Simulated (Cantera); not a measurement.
**Thermodynamics of hydrogen reduction and annealing atmospheres, feed Cr2O3 + H2 + H2O**

Charge: 1 mol Cr2O3, 1.9 mol H2, 0.083 mol H2O, at 260 Pa.

Cantera equilibrium calculation (NASA polynomials, part measured and part estimated; ideal gas, pure solids and liquids). Candidate condensed phases: Cr, Cr2O3, H2O; 13 gas species. Equilibrium is a limit: real reactors are often held back by kinetics, nucleation or transport.

```tsv
T (°C)	x H2	x H2O	x Cr	x H	x CrO	x OH	x CrO2	x O	n Cr2O3(s)
700	0.958	0.0419	<1e-12	2.08e-8	<1e-12	1.62e-12	<1e-12	<1e-12	1.00
800	0.958	0.0419	<1e-12	2.69e-7	<1e-12	4.39e-11	<1e-12	<1e-12	1.00
900	0.958	0.0419	2.74e-12	2.26e-6	<1e-12	6.81e-10	<1e-12	<1e-12	1.00
1000	0.958	0.0419	2.85e-10	1.37e-5	2.26e-12	6.89e-9	<1e-12	<1e-12	1.00
1100	0.958	0.0419	1.49e-8	6.39e-5	1.53e-10	4.99e-8	3.35e-12	3.07e-12	1.00
1200	0.958	0.0419	4.47e-7	0.000243	5.79e-9	2.76e-7	1.17e-10	6.14e-11	1.00
1300	0.957	0.0419	8.62e-6	0.000780	1.36e-7	1.23e-6	2.59e-9	8.43e-10	1.000
1400	0.956	0.0420	0.000115	0.00218	2.17e-6	4.61e-6	3.93e-8	8.52e-9	1.000
1500	0.950	0.0433	0.00108	0.00544	2.47e-5	1.54e-5	4.42e-7	6.87e-8	0.999
1600	0.930	0.0509	0.00632	0.0122	0.000200	5.18e-5	4.12e-6	5.15e-7	0.993
1700	0.880	0.0726	0.0212	0.0248	0.00115	0.000194	3.44e-5	4.04e-6	0.977
1800	0.787	0.113	0.0483	0.0458	0.00505	0.000745	0.000254	3.11e-5	0.942
1900	0.645	0.170	0.0859	0.0760	0.0183	0.00268	0.00164	0.000221	0.877
```
x: gas mole fraction; n: condensed amount in mol.

From 700 °C to 1900 °C the condensed part is Cr2O3(s).
